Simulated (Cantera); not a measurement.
# Reactions in the system C-O-Ti

Cantera with NASA thermochemical tables; ideal gases at 1 bar, condensed phases pure. Values are per mole of reaction as written; species without (g) are pure solids or liquids, kept so even where they would boil at 1 bar. TiC: taken at fixed stoichiometry.

TiC + Ti₄O₇ → CO₂(g) + 5 TiO(g)

| T (K) | ΔH° (kJ) | ΔS° (J/K) | ΔG° (kJ) | log10 K |
|---|---|---|---|---|
| 300 | 3467.1 | 1157.9 | 3119.7 | -543.18 |
| 573 | 3447.3 | 1112.7 | 2809.8 | -256.13 |
| 623 | 3442.8 | 1105.1 | 2754.3 | -230.93 |
| 673 | 3438.2 | 1098.0 | 2699.2 | -209.50 |
| 723 | 3433.4 | 1091.2 | 2644.5 | -191.06 |
| 773 | 3428.6 | 1084.7 | 2590.1 | -175.02 |
| 823 | 3423.7 | 1078.5 | 2536.0 | -160.96 |
| 873 | 3418.7 | 1072.7 | 2482.3 | -148.52 |
| 923 | 3413.7 | 1067.1 | 2428.8 | -137.45 |

7 O₂(g) + 8 TiC → 8 C + 2 Ti₄O₇

```
T (K)  ΔH° (kJ)  ΔS° (J/K)  ΔG° (kJ)  log10 K
-----  --------  ---------  --------  -------
300     -5336.3    -1186.3   -4980.4   867.15
573     -5324.6    -1160.4   -4659.6   424.76
623     -5321.0    -1154.5   -4601.8   385.82
673     -5317.1    -1148.5   -4544.2   352.69
723     -5312.9    -1142.5   -4486.9   324.16
773     -5308.4    -1136.5   -4429.9   299.34
823     -5303.7    -1130.6   -4373.3   277.56
873     -5298.8    -1124.7   -4316.9   258.29
923     -5293.6    -1118.9   -4260.8   241.12
```
